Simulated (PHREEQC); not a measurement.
0.02 g of hydrous ferric oxide (600 m²/g; 0.2 weak and 0.005 strong sites per Fe, Dzombak-Morel constants, diffuse double layer) in 1 kg of water with 0.1 mol/kgw of an inert sodium salt and 3e-05 mol/kgw MgCl2, 3.6e-05 mol/kgw BaCl2 and 2.9e-06 mol/kgw SrCl2, at 25 °C; the pH is set by adding NaOH or the inert anion's acid. O2 is buffered at 0.21 atm. The system is closed to CO2. No solid was allowed to form.

Base run: PHREEQC, ion-association model, wateq4f.dat. Each further column changes one thing. The table gives Ba sorbed (%).

| pH | base | no electrostatic term (-no_edl) | background salt from 0.1 to 0.01 mol/kgw | oxide from 0.02 to 0.1 g/kgw | 0.00019 mol/kgw NaF added |
|---|---|---|---|---|---|
| 3 | 0.0 | 0.0 | 0.0 | 0.0 | 0.0 |
| 4 | 0.0 | 0.0 | 0.0 | 0.0 | 0.0 |
| 4.5 | 0.0 | 0.0 | 0.0 | 0.0 | 0.0 |
| 5 | 0.0 | 0.1 | 0.0 | 0.0 | 0.0 |
| 6 | 0.0 | 0.5 | 0.0 | 0.0 | 0.0 |
| 7 | 0.1 | 1.7 | 0.1 | 0.7 | ___ |
| 7.5 | 0.7 | 2.1 | ___ | ___ | 0.7 |
| 8 | 1.8 | 2.3 | 2.1 | 8.8 | 1.8 |
| 9 | 2.8 | ___ | 2.9 | 15.2 | 2.8 |

Q: Fill in the missing entries.

A: 
- 7, 0.00019 mol/kgw NaF added: 0.2
- 7.5, background salt from 0.1 to 0.01 mol/kgw: 0.8
- 7.5, oxide from 0.02 to 0.1 g/kgw: 3.3
- 9, no electrostatic term (-no_edl): 2.0

The oxide is taken as insoluble; below pH 4 it would dissolve.
